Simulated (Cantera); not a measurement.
Charge: 1 mol AlN, a varied amount of H2, at 1.33 mbar.

These are equilibrium values from Cantera (NASA tables, ideal gas, pure condensed phases), not measurements of a reactor. Candidate condensed phases: Al, AlN; 13 gas species. Rates play no part.

Q: What condenses at these points (T in °C, n(H2) in mol): (1477, 97); (1427, 130); (1377, 130); (1402, 500); (1527, 50)?

A: 
```tsv
T (°C)	n(H2) in mol	condensed phases	Al condensed (%)
1477	97	gas only	0.0
1427	130	gas only	0.0
1377	130	AlN	56.7
1402	500	gas only	0.0
1527	50	gas only	0.0
```
